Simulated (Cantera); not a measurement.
A freely propagating, adiabatic, planar premixed flame of H2 : O2 : N2 = 1 : 0.357 : 1.34 (molar parts), unburnt at 348 K and 128 Torr; mixture-averaged transport, grid criteria slope 0.08 and curve 0.16, no radiation.

Model: the H2/O2 subset of GRI-Mech 3.0, which has no nitrogen chemistry, integrated in Cantera. Burning velocities carry a grid error of a few per cent, more on coarse grids.

Question: What does this change do: H2 1 to 0.75 parts?

Answer: 
```csv
quantity,before,after
laminar burning velocity,306 cm/s,265 cm/s
thermal thickness,3.86 mm,3.98 mm
peak x(HO2),0.000148,0.000151
peak x(O),0.00790,0.0121
peak x(H),0.103,0.0763
peak x(OH),0.0104,0.0154
```
